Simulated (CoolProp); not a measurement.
Properties of isobutene along the isobar 123 bar (Tc = 144.9 °C, pc = 40.16 bar, ω = 0.193).

Computed with CoolProp (reference Helmholtz-energy equation of state, Lemmon 2005). It is a short technical equation, of lower accuracy than the large ones.

```tsv
T (°C)	phase	density (kg/m³)	cv (kJ/(kg K))	isothermal compressibility (1/MPa)	fugacity coefficient
87.95	liquid	535.8	1.850	0.004964	0.1388
101.45	liquid	518.4	1.895	0.006054	0.1714
114.95	liquid	500.2	1.941	0.007488	0.2072
128.45	liquid	480.8	1.986	0.009409	0.2458
141.95	liquid	460.2	2.032	0.01202	0.2866
155.45	supercritical	438.1	2.078	0.01561	0.3288
168.95	supercritical	414.4	2.124	0.02057	0.3719
182.45	supercritical	389.1	2.169	0.02732	0.4151
195.95	supercritical	362.4	2.214	0.03617	0.4577
209.45	supercritical	334.9	2.256	0.04690	0.4989
222.85	supercritical	307.9	2.295	0.05836	0.5378
236.35	supercritical	282.1	2.331	0.06893	0.5747
249.85	supercritical	258.8	2.365	0.07702	0.6090
263.35	supercritical	238.6	2.397	0.08223	0.6408
276.85	supercritical	221.3	2.429	0.08510	0.6700
```
